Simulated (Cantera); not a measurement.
Input: 1 mol SiC, a varied amount of O2, 3 mol N2, 0.011 mol CO2, equilibrated at 2125 K and 2.55 Torr.

Cantera equilibrium calculation (NASA polynomials, part measured and part estimated; ideal gas, pure solids and liquids). Candidate condensed phases: C, Si, SiC, SiO2, Si2N2O, Si3N4; 34 gas species. The tables' values for SiO2, SiN are old estimates; treat these amounts as uncertain. The tables hold silica as quartz up to 1696 K and as liquid above; real silica turns to tridymite and cristobalite and melts near 1996 K. Rates play no part.

log p: log10 of the partial pressure in bar; n: condensed amount in mol.

```
n(O2) (mol)  log p N2  log p CO2  log p SiO  log p CO  log p O2  log p Si  n SiC(s)  n SiO2(l)
-----------  --------  ---------  ---------  --------  --------  --------  --------  ---------
0.039           -2.49     -12.33      -4.77     -4.04      <-14     -4.24     0.924          0
0.077           -2.50     -11.84      -4.34     -3.86      <-14     -4.12     0.875          0
0.15            -2.53     -11.37      -3.98     -3.67      <-14     -4.03       ___          0
0.29            -2.56     -10.92      -3.67     -3.47      <-14     -3.98       ___          0
0.57            -2.63     -10.50      -3.41     -3.28      <-14     -3.94       ___          0
1.1             -2.68      -4.06      -3.20     -3.21     -6.60    -10.10         0     0.0802
2.2             -2.63      -3.20      -4.67     -3.82     -3.66    -13.05         0      0.970
```

Problem. Some entries are withheld; supply them.

Solution. 
- 0.15, n SiC(s): 0.789
- 0.29, n SiC(s): 0.636
- 0.57, n SiC(s): 0.338
